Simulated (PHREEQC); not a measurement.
0.076 g of hydrous ferric oxide (600 m²/g; 0.2 weak and 0.005 strong sites per Fe, Dzombak-Morel constants, diffuse double layer) in 1 kg of water with 0.001 mol/kgw of an inert sodium salt and 3e-05 mol/kgw ZnSO4 and 4.6e-07 mol/kgw CaCl2, at 25 °C; the pH is set by adding NaOH or the inert anion's acid. Oxygen is held at 0.21 atm. No CO2 enters from the air. No solid was allowed to form.

Base run: PHREEQC, ion-association model, wateq4f.dat. Each further column changes one thing. The table gives Zn sorbed (%).

```tsv
pH	base	no electrostatic term (-no_edl)	background salt from 0.001 to 0.0001 mol/kgw	oxide from 0.076 to 0.38 g/kgw	0.00028 mol/kgw H3BO3 added
4	0.0	0.0	0.0	0.0	0.0
4.5	0.1	0.2	0.1	0.3	0.1
5.5	4.8	8.3	4.9	13.9	4.8
6	12.4	18.8	[?]	43.6	12.4
6.5	23.1	[?]	23.6	73.8	23.1
7.5	82.8	96.5	83.4	99.1	82.8
8	96.9	99.0	97.0	99.9	96.9
8.5	99.3	99.3	99.3	100.0	99.3
9.5	99.6	90.1	99.7	100.0	99.6
10	99.6	56.3	99.6	100.0	99.6
10.5	99.5	[?]	99.6	100.0	99.5
11.5	97.7	1.2	[?]	99.9	97.6
12	83.8	0.1	84.6	99.3	83.6
```

Question: Complete the blanks.

Answer: 
- 6, background salt from 0.001 to 0.0001 mol/kgw: 12.6
- 6.5, no electrostatic term (-no_edl): 46.9
- 10.5, no electrostatic term (-no_edl): 21.3
- 11.5, background salt from 0.001 to 0.0001 mol/kgw: 97.9
